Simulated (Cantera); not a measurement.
# Si2Cl6 + HCl + N2 (silicon epitaxy and polysilicon growth)

Charge: 1 mol Si2Cl6, 2.7 mol HCl, 110 mol N2.

These are equilibrium values from Cantera (NASA tables, ideal gas, pure condensed phases), not measurements of a reactor. Candidate condensed phases: NH4Cl, Si, Si3N4; 28 gas species. The feed counts by its element totals alone. N2 is the only nitrogen source here; it is nearly inert below about 1500 K, so the nitride shown seldom forms there in practice. The tables' values for SiCl3 are old estimates. Equilibrium is a limit: real reactors are often held back by kinetics, nucleation or transport.

Stable condensed phases:

```
T in °C \ P in Pa
            100    300    880   2600   7700  23000  68000 200000
   1402       A      A      A      A      A      A      A      A
   1352       A      A      A      A      A      A      A      B
   1302       A      A      A      A      A      A      B      B
   1252       A      A      A      A      A      A      B      B
   1202       A      A      A      A      A      B      B      B
   1152       A      A      A      A      B      B      B      B
   1102       A      A      A      B      B      B      B      B
   1052       A      A      B      B      B      B      B      B
   1002       A      B      B      B      B      B      B      B
    952       B      B      B      B      B      B      B      B
    902       B      B      B      B      B      B      B      B
    852       B      B      B      B      B      B      B      B
    802       B      B      B      B      B      B      B      B
```

A: gas only; B: Si3N4.
